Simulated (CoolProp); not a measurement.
Saturation properties of octamethylcyclotetrasiloxane (D4) (Tc = 313.4 °C, pc = 1.347 MPa, ω = 0.598).

Model: reference Helmholtz-energy equation of state, Thol 2015, in CoolProp.

| T (°C) | p (MPa) | liquid density (kg/m³) | enthalpy of vaporisation (kJ/kg) |
|---|---|---|---|
| 154.75 | 0.05749 | … | 139.0 |
| 157.45 | 0.06209 | 790.4 | 138.0 |
| 160.25 | 0.06715 | 786.7 | 136.9 |
| 162.95 | 0.07234 | 783.0 | 135.9 |
| 165.65 | … | 779.4 | 134.8 |
| 168.35 | … | 775.6 | 133.8 |
| 171.05 | 0.08980 | 771.9 | 132.7 |
| 173.75 | 0.09630 | 768.2 | … |
| 176.45 | 0.1032 | 764.4 | 130.6 |
| 179.15 | 0.1104 | 760.6 | … |
| 181.95 | 0.1183 | 756.6 | 128.4 |
| 184.65 | 0.1263 | 752.7 | 127.3 |

Q: Complete the blanks.

A: 
- 154.75, liquid density (kg/m³): 794.0
- 165.65, p (MPa): 0.07784
- 168.35, p (MPa): 0.08365
- 173.75, enthalpy of vaporisation (kJ/kg): 131.7
- 179.15, enthalpy of vaporisation (kJ/kg): 129.5

It boils at 175.7 °C under 1 atm.
